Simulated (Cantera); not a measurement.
A perfectly stirred reactor is fed with 4.00 % CH₄, 0.296 % C₂H₆, 20.1 % O₂, 75.6 % N₂, equivalence ratio 0.45, at 1.50 bar; it is adiabatic with a 423 K inlet, and is followed from long to short residence time, starting on the burning branch (τ in s: 0.21, 0.087, 0.035, 0.014, 0.0059, 0.0024, 0.00097, 0.0004, 0.00016, 6.5e-05, 2.7e-05, 1.1e-05).

Cantera simulation using GRI-Mech 3.0 (53 species, 325 reactions); the numbers are that mechanism's predictions, not measurements.

One state of this run: T (K) = 1475; x CH₄ = 5.13e-5; x C₂H₆ = 1.03e-6; x O₂ = 0.111; x C₂H₂ = 3.59e-7; x O = 7.43e-5. x: mole fraction; the columns are a selection and need not sum to one.

### Question
Which value of τ (s) does it belong to?
(A) 0.00097
(B) 0.035
(C) 1.1e-5
(D) 0.0059

### Answer
B, 0.035
